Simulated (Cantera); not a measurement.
A closed system holds: 1 mol Al2O3, 0.89 mol HCl, 0.012 mol O2, held at 3.30 bar.

Cantera equilibrium calculation (NASA polynomials, part measured and part estimated; ideal gas, pure solids and liquids). Candidate condensed phases: Al, AlCl3, Al2O3, H2O; 29 gas species. Gases not in the tables: Al(OH)3. The numbers say what is thermodynamically allowed, not how fast it happens.

**Question.** At 1598 K, list the 6 most abundant gas species with their mole fractions, and the condensed phases.

**Answer.** HCl 0.939, H2O 0.0285, Cl2 0.0219, Cl 0.00884, AlCl3 0.00149, O2 0.000281. Condensed: Al2O3(s).
